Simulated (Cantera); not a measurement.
An adiabatic, constant-volume homogeneous reactor starts with CO : H2 : CH4 : O2 : N2 = 1 : 0.35 : 0.038 : 1.39 : 5.23 (molar parts), equivalence ratio 0.54, at 1498 K and 1.00 bar. Integrator tolerance rtol = 1e-08.

Computed with Cantera and GRI-Mech 3.0 (53 species, 325 reactions).

### Question
What does this change do: constant pressure in place of constant volume?

### Answer
```csv
quantity,before,after
time of steepest temperature rise,23.9 µs,24.0 µs
temperature at 9.00 s,2697 K,2564 K
equilibrium temperature,2697 K,2564 K
x(CO) at 9.00 s,0.0284 (gas-phase equilibrium 0.0284),0.0210 (gas-phase equilibrium 0.0210)
x(H2) at 9.00 s,0.00184 (gas-phase equilibrium 0.00184),0.00140 (gas-phase equilibrium 0.00140)
x(CH4) at 9.00 s,<1e-12 (gas-phase equilibrium <1e-12),<1e-12 (gas-phase equilibrium <1e-12)
x(NO2) at 9.00 s,1.13e-5 (gas-phase equilibrium 1.13e-5),8.04e-6 (gas-phase equilibrium 8.04e-6)
x(CO2) at 9.00 s,0.110 (gas-phase equilibrium 0.110),0.118 (gas-phase equilibrium 0.118)
x(NO) at 9.00 s,0.0188 (gas-phase equilibrium 0.0188),0.0153 (gas-phase equilibrium 0.0153)
```

### Question
What does this change do: 0.14 parts CO2 added?

### Answer
```
quantity                                                            before                                    after
---------------------------------  ---------------------------------------  ---------------------------------------
time of steepest temperature rise                                  23.9 µs                                  24.3 µs
temperature at 9.00 s                                               2697 K                                   2670 K
equilibrium temperature                                             2697 K                                   2670 K
x(CO) at 9.00 s                      0.0284 (gas-phase equilibrium 0.0284)    0.0287 (gas-phase equilibrium 0.0287)
x(H2) at 9.00 s                    0.00184 (gas-phase equilibrium 0.00184)  0.00164 (gas-phase equilibrium 0.00164)
x(CH4) at 9.00 s                     <1e-12 (gas-phase equilibrium <1e-12)    <1e-12 (gas-phase equilibrium <1e-12)
x(NO2) at 9.00 s                   1.13e-5 (gas-phase equilibrium 1.13e-5)  1.10e-5 (gas-phase equilibrium 1.10e-5)
x(CO2) at 9.00 s                       0.110 (gas-phase equilibrium 0.110)      0.125 (gas-phase equilibrium 0.125)
x(NO) at 9.00 s                      0.0188 (gas-phase equilibrium 0.0188)    0.0178 (gas-phase equilibrium 0.0178)
```
